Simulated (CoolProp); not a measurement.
The fluid at 580.13 K and 5.13 MPa is throttled through a valve to 0.237 MPa with no heat exchange. The same conditions are run with several fluids, on thermodynamics alone (safety and materials aside).

The numbers come from the reference Helmholtz-energy equation of state of each fluid (toluene: Lemmon 2006; decamethyltetrasiloxane (MD2M): Thol 2017; octamethylcyclotetrasiloxane (D4): Thol 2015; tetradecamethylhexasiloxane (MD4M): Thol 2019; dodecamethylpentasiloxane (MD3M): Thol 2019) in CoolProp.

```
fluid                               temperature change (K)                       final phase  final density (kg/m³)
----------------------------------  ----------------------  --------------------------------  ---------------------
toluene                                             -121.5                               gas                   6.04
decamethyltetrasiloxane (MD2M)                       -48.3                               gas                   18.8
octamethylcyclotetrasiloxane (D4)                    -46.8                               gas                   17.5
tetradecamethylhexasiloxane (MD4M)                    -4.7  two-phase, vapour fraction 0.111                    188
dodecamethylpentasiloxane (MD3M)                     -36.5  two-phase, vapour fraction 0.863                   29.0
```
